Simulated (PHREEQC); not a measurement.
Dissolve 0.26 mol/kgw LiI at 20 °C. Closed to the air; pH follows from the charge balance.

All values are PHREEQC results (ion-association model, wateq4f.dat), not measurements.

```json
{
 "ionic_strength": "0.260 mol/kgw",
 "activity_of_water": "0.991"
}
```

```tsv
species	molality	activity	log γ
I-	0.260	0.192	-0.131
Li+	0.260	0.193	-0.129
OH-	1.11e-7	7.66e-8	-0.163
H+	1.11e-7	8.79e-8	-0.103
```

This is a speciation only: nothing precipitates in the calculation.
